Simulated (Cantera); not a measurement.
Feed: 1 mol SiC, 0.019 mol N₂O, 1.6 mol N₂, at 1973.15 K.

Cantera equilibrium calculation (NASA polynomials, part measured and part estimated; ideal gas, pure solids and liquids). Candidate condensed phases: C, Si, SiC, SiO₂, Si₂N₂O, Si₃N₄; 34 gas species. Mutual solubility and eutectic melting of coexisting phases are not modelled. The tables' values for SiN are old estimates; treat these amounts as uncertain. Equilibrium is a limit: real reactors are often held back by kinetics, nucleation or transport.

x: gas mole fraction; n: condensed amount in mol.

```csv
P (Pa),x N₂,x Si,x SiC₂,x CO,n C(graphite),n SiC(s),n Si₃N₄(s),n Si₂N₂O(s)
0.100,0.615,0.362,0.0132,0.00720,0.905,0,0,0
1.50,0.879,0.104,0.00381,0.0102,0.172,0.790,0,0
22,0.977,0.0109,0.000170,0.0112,0,0.980,0,0
320,0.985,0.00368,2.38e-6,0.00773,0,0.987,0,0
4600,0.988,___,___,___,0,0.990,0,0
68000,0.988,___,___,___,0,0.986,___,0
1000000,0.990,1.62e-7,5.52e-9,0.00951,0,0.985,0.00284,0.00340
```

Some entries are withheld; supply them.


- 4600, x Si: 0.000352
- 4600, x SiC₂: 1.20e-7
- 4600, x CO: 0.00600
- 68000, x Si: 1.43e-5
- 68000, x SiC₂: 1.35e-8
- 68000, x CO: 0.00870
- 68000, n Si₃N₄(s): 0.00312
